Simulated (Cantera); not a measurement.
# Premixed flame

A freely propagating, adiabatic, planar premixed flame of 13.0 % CH4, 18.3 % O2, 68.7 % N2, equivalence ratio 1.4, unburnt at 523 K and 500000 Pa; mixture-averaged transport, grid criteria slope 0.08 and curve 0.16, no radiation.

Cantera simulation using GRI-Mech 3.0 (53 species, 325 reactions); the numbers are that mechanism's predictions, not measurements. Burning velocities carry a grid error of a few per cent, more on coarse grids.

```tsv
z (mm)	T (K)	u (m/s)	x CH4	x O2	x HO2	x C2H4	x H	x CH2CO
-0.710	524	0.234	0.130	0.182	6.87e-8	3.31e-7	<1e-8	2.39e-8
-0.473	534	0.239	0.128	0.180	7.15e-7	4.76e-6	<1e-8	4.47e-7
-0.355	563	0.254	0.125	0.177	3.04e-6	2.38e-5	<1e-8	2.62e-6
-0.237	696	0.318	0.114	0.165	1.86e-5	0.000165	<1e-8	2.34e-5
-0.118	1156	0.540	0.0772	0.119	8.59e-5	0.00106	4.56e-6	0.000200
-0.0591	1535	0.726	0.0452	0.0743	9.21e-5	0.00200	6.68e-5	0.000448
0	1880	0.898	0.0165	0.0297	3.16e-5	0.00150	0.000472	0.000405
0.0591	2043	0.979	0.00556	0.00850	5.97e-6	0.000335	0.000853	0.000124
0.118	2096	1.00	0.00289	0.00255	1.28e-6	8.01e-5	0.000797	4.61e-5
0.237	2120	1.02	0.00163	0.000365	1.22e-7	1.55e-5	0.000546	1.52e-5
0.473	2123	1.02	0.000975	2.07e-5	<1e-8	4.44e-6	0.000411	6.44e-6
0.946	2121	1.02	0.000493	7.77e-7	<1e-8	1.41e-6	0.000391	2.87e-6
1.89	2118	1.02	0.000149	5.78e-7	<1e-8	2.40e-7	0.000390	6.83e-7
```
x: mole fraction of selected species; z is measured from the peak of heat release.

```yaml
laminar_burning_velocity: 23.2 cm/s
thermal_thickness: 0.237 mm
peak x(HO2): 9.87e-5
peak x(C2H4): 0.00214
peak x(H): 0.000866
peak x(CH2CO): 0.000516
```
